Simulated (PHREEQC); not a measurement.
A PHREEQC input (ion-association model, phreeqc.dat):

```
SOLUTION 1
  temp 20
  units mg/L
  pH 7.38
  pe 9
  Na 13.2
  K 66.1
  Ca 6.2
  Mg 0.769
  Cl 10.3
  S(6) 61.2 as S
  Alkalinity 66.3 as HCO3
  Cd 0.0492
END
USE solution 1
EQUILIBRIUM_PHASES 1
  Quartz 0 0.5
  CO2(g) -2.5 10
END
```

The run finishes without an error or a warning.

Its last state differs from that of the intended input:

```json
[
 {"quantity": "pH", "as run": "7.29", "intended": "7.30"},
 {"quantity": "ionic strength (mol/kgw)", "as run": "0.00586", "intended": "0.00341"},
 {"quantity": "CaSO4 (mol/kgw)", "as run": "2.22e-5", "intended": "9.28e-6"},
 {"quantity": "KSO4- (mol/kgw)", "as run": "1.46e-5", "intended": "5.22e-6"},
 {"quantity": "MgSO4 (mol/kgw)", "as run": "5.32e-6", "intended": "2.26e-6"},
 {"quantity": "CaHCO3+ (mol/kgw)", "as run": "1.21e-6", "intended": "1.42e-6"},
 {"quantity": "SI of Otavite (CdCO3)", "as run": "-0.61", "intended": "-0.50"}
]
```

One thing in the input isn't as intended. What explains the difference?

One answer among several that fit: The fault: sulfate typed 'as S' though the number is for SO4. The line should read `as SO4` where the input has `as S`.
